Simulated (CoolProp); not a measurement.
Vapour-liquid equilibrium of cyclohexane (1) + benzene (2) at 18.45 °C; x and y are mole fractions of (1).

Computed with CoolProp (multi-fluid Helmholtz-energy mixture model, Zhou 2014 and Thol 2012; pair parameters Bell 2016).

### Question
Give the bubble pressure and the first vapour's composition at x = 0.2, 0.5, 0.8. Is there an azeotrope?

### Answer
x = 0.2: 0.01033 MPa, y = 0.260; x = 0.5: 0.01076 MPa, y = 0.501; x = 0.8: 0.01038 MPa, y = 0.753. y crosses x between x = 0.5 and 0.65: the model has an azeotrope there.

The pair parameters rest on a limited set of measurements; away from them the model extrapolates.
